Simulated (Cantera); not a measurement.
Input (Python, Cantera) and output of one run.

```python
import numpy as np
import cantera as ct

gas_names = """
    H H2 N NH NH2 NH3 N2 N2H2 N2H4 Si SiH SiH2 SiH3 SiH4 SiN Si2 Si2N Si3
""".split()
cond_names = """
    Si(cr) Si(L) Si3N4(a)
""".split()


# ... load() reads the species with a 1 bar reference pressure and builds the phases ...
atoms = {
    'Si3N4': {'Si': 3, 'N': 4},
    'H2': {'H': 2},
}
top_T = {'Si3N4(a)': 2400}  # K; cautious upper limits of use, not melting points


# ... equilibrate(T, P, feed) seeds the gas with the atoms and calls Mixture.equilibrate('TP', solver="vcs", rtol=1e-11, max_steps=5000) ...
results = []
feed = {'Si3N4': 1, 'H2': 3.6}  # mol
T = 2198  # K
P = 100000  # Pa
mix = equilibrate(T, P, feed)
results.append((T, P, feed, dict(zip(mix.species_names, mix.species_moles))))
print(gas.report(threshold=1e-05))
for i in range(1, mix.n_phases):
    print(f"{mix.phase(i).name:16s} {mix.phase_moles(i):12.5e} mol")
```

It prints:

```
       temperature   2198 K
          pressure   1e+05 Pa
           density   0.061796 kg/m^3
  mean mol. weight   11.293 kg/kmol
   phase of matter   gas

                          1 kg             1 kmol
                     ---------------   ---------------
          enthalpy        5.5094e+06         6.222e+07  J
   internal energy        3.8912e+06        4.3944e+07  J
           entropy             19481        2.2001e+05  J/K
    Gibbs function        -3.731e+07       -4.2135e+08  J
 heat capacity c_p            3126.6             35310  J/K
 heat capacity c_v            2390.4             26996  J/K

                      mass frac. Y      mole frac. X     chem. pot. / RT
                     ---------------   ---------------   ---------------
                 H        0.00039721         0.0044502           -10.117
                H2             0.114           0.63864           -20.234
                N2           0.88343           0.35614           -28.296
                Si        0.00089933        0.00036163           -6.4149
               SiH        0.00033077         0.0001284           -16.532
              SiH2        0.00050278        0.00018864           -26.649
               SiN        0.00013634         3.658e-05           -20.563
              Si2N        0.00025147        4.0468e-05           -26.978
     [  +10 minor]        4.6441e-05        1.2398e-05

Si(L)             2.99544e+00 mol
Si3N4(a)          0.00000e+00 mol
```

Cantera equilibrium calculation (NASA polynomials, part measured and part estimated; ideal gas, pure solids and liquids). The tables' values for SiN are old estimates; treat these amounts as uncertain. Gases not in the tables: Si2H6 and higher silanes.
